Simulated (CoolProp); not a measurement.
R410A along the isobar 62.1 bar: Z from the reference equation and from simpler models built on Tc = 344.5 K, pc = 49.01 bar, ω = 0.296; each cubic takes its own stable root.

Model: reference Helmholtz-energy equation of state, Lemmon 2003, in CoolProp. It is a pseudo-pure fit of the blend.

```tsv
T (K)	phase	reference
236.4	liquid	0.1739
269.3	liquid	0.1664
302.1	liquid	0.1663
335	liquid	0.1826
367.9	supercritical	0.5018
400.7	supercritical	0.6998
433.6	supercritical	0.7944
466.5	supercritical	0.8527
499.3	supercritical	0.8922
```

Problem. How far does each simpler model (Soave-Redlich-Kwong, Peng-Robinson) lie from the reference over these 9 states: mean and median of the absolute difference, and the worst?

Solution. 
- Soave-Redlich-Kwong: mean 12.4 %, median 8.3 %, worst +28.8 % at 335 K and 62.1 bar
- Peng-Robinson: mean 4.1 %, median 2.3 %, worst +15.2 % at 335 K and 62.1 bar
